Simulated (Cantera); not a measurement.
Cantera run, input and output.

```python
import numpy as np
import cantera as ct

surf = ct.Interface("ptcombust.yaml", "Pt_surf")
gas = surf.adjacent["gas"]
gas.TPX = 300, 8500, {'CH4': 0.04, 'O2': 0.075, 'N2': 0.79}
jet = ct.ImpingingJet(gas=gas, width=0.078, surface=surf)
jet.inlet.mdot, jet.inlet.T, jet.inlet.X = 0.033, 300, {'CH4': 0.04, 'O2': 0.075, 'N2': 0.79}
jet.set_refine_criteria(ratio=10, slope=0.2, curve=0.3)
show, cover = ['CH4', 'O2', 'H2O', 'OH', 'CO', 'CO2'], ["PT(S)", "H(S)", "O(S)", "OH(S)", "CO(S)", "C(S)"]

rows = []
print(f"{'Ts/K':>7s}" + "".join(f"{s:>11s}" for s in show + cover) + "   (gas at the wall, coverages)")
for i, Ts in enumerate([850, 900, 950, 1000, 1050, 1100, 1150]):
    jet.surface.T = Ts
    if i == 0:
        surf.TP = Ts, 8500
        surf.coverages = "PT(S):0.5, O(S):0.5"
        surf.advance_coverages(1.0)
        jet.set_initial_guess(products="inlet")
    jet.solve(loglevel=0, auto=(i == 0))
    rows.append([*(jet.X[gas.species_index(s), -1] for s in show), *surf[cover].coverages])
    print(f"{Ts:7g}" + "".join(f"{x:11.3e}" for x in rows[-1]))
```

Output:

```
   Ts/K        CH4         O2        H2O         OH         CO        CO2      PT(S)       H(S)       O(S)      OH(S)      CO(S)       C(S)   (gas at the wall, coverages)
    850  2.524e-02  4.251e-02  3.561e-02  1.118e-08  8.026e-06  2.327e-02  1.922e-01  6.085e-08  8.059e-01  1.804e-03  2.361e-05  6.025e-08
    900  1.282e-02  1.632e-02  5.860e-02  3.770e-08  6.756e-06  3.849e-02  3.258e-01  2.597e-07  6.720e-01  2.194e-03  2.060e-05  7.325e-08
    950  1.875e-03  1.046e-03  7.809e-02  7.373e-10  1.524e-02  3.398e-02  8.666e-01  2.188e-04  4.464e-05  2.788e-05  1.322e-01  9.580e-04
   1000  1.653e-03  9.606e-04  7.806e-02  2.032e-09  1.571e-02  3.368e-02  9.299e-01  3.160e-04  4.379e-05  2.371e-05  6.908e-02  6.630e-04
   1050  1.569e-03  9.411e-04  7.756e-02  5.469e-09  1.544e-02  3.408e-02  9.644e-01  3.978e-04  4.861e-05  2.141e-05  3.473e-02  4.199e-04
   1100  1.549e-03  9.536e-04  7.666e-02  1.413e-08  1.460e-02  3.506e-02  9.819e-01  4.579e-04  5.840e-05  2.018e-05  1.731e-02  2.535e-04
   1150  1.560e-03  9.815e-04  7.542e-02  3.488e-08  1.333e-02  3.651e-02  9.906e-01  4.960e-04  7.412e-05  1.966e-05  8.664e-03  1.489e-04
```

Computed with Cantera and Deutschmann's 1995 Pt surface mechanism with GRI-Mech 3.0 gas chemistry. Catalytic surfaces can have several steady states; this one follows from the mechanism file's or the stated starting coverage.
